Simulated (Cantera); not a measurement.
Feed: 1 mol C6H6, 0.58 mol NH3, at 1.90 bar.

These are equilibrium values from Cantera (NASA tables, ideal gas, pure condensed phases), not measurements of a reactor. Candidate condensed phases: C, C6H6, C7H8, C8H18; 92 gas species. Equilibrium is a limit: real reactors are often held back by kinetics, nucleation or transport.

**Question.** At 998 K, list the 4 most abundant gas species with their mole fractions, and the condensed phases.

**Answer.** H2 0.802, CH4 0.119, N2 0.0779, NH3 0.000225. Condensed: C(graphite).
